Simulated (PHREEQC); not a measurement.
1 kg of water holding 130 mmol/kgw Na2SO4, 3.8 mmol/kgw NaOH and 45 mmol/kgw Na2CO3 is evaporated at 25 °C; the solids stay in contact with the brine. No CO2 enters from the air. Only these solids could form: Burkeite, Mirabilite, Nahcolite, Natron, Thenardite, Trona.

All values are PHREEQC results (Pitzer model, pitzer.dat), not measurements.

```
water left (kg)  ionic strength  water activity  Mirabilite (mol)  Burkeite (mol)  Thenardite (mol)  C in solution (mol/kgw)  Na in solution (mol/kgw)
---------------  --------------  --------------  ----------------  --------------  ----------------  -----------------------  ------------------------
1                         0.528           0.993                 0               0                 0                   0.0450                     0.354
0.6755                    0.782           0.990                 0               0                 0                   0.0666                     0.524
0.5552                    0.952           0.987                 0               0                 0                   0.0810                     0.637
0.4563                     1.16           0.985                 0               0                 0                   0.0986                     0.775
0.3083                     1.71           0.979                 0               0                 0                    0.146                      1.15
0.2082                     2.54           0.970                 0               0                 0                    0.216                      1.70
0.1712                     3.09           0.964                 0               0                 0                    0.263                      2.07
0.1407                     3.76           0.957                 0               0                 0                    0.320                      2.52
0.09503                    5.56           0.937                 0               0                 0                    0.474                      3.72
0.05988                    7.63           0.911            0.0239               0                 0                    0.752                      5.11
0.04263                    8.44           0.899            0.0563               0                 0                     1.06                      5.66
0.02876                    9.93           0.876            0.0811               0                 0                     1.56                      6.66
0.01438                    12.9           0.821            0.0829          0.0105                 0                     2.40                      8.71
0.008563                   12.7           0.820            0.0624          0.0259                 0                     2.23                      8.62
0.00641                    12.5           0.818            0.0548          0.0316                 0                     2.10                      8.54
0.004627                   12.2           0.816            0.0486          0.0363                 0                     1.89                      8.42
0.002303                   11.2           0.805            0.0374          0.0423           0.00343                     1.19                      8.03
0.002303                   11.2           0.805            0.0211          0.0423            0.0197                     1.19                      8.03
0.002303                   11.2           0.805            0.0151          0.0423            0.0257                     1.19                      8.03
```

Mirabilite from water left = 0.05988 kg (pH 12.67); Burkeite from water left = 0.01826 kg (pH 13.39); Thenardite from water left = 0.002303 kg (pH 14.33).

Complexes and solids missing from the database can't appear.
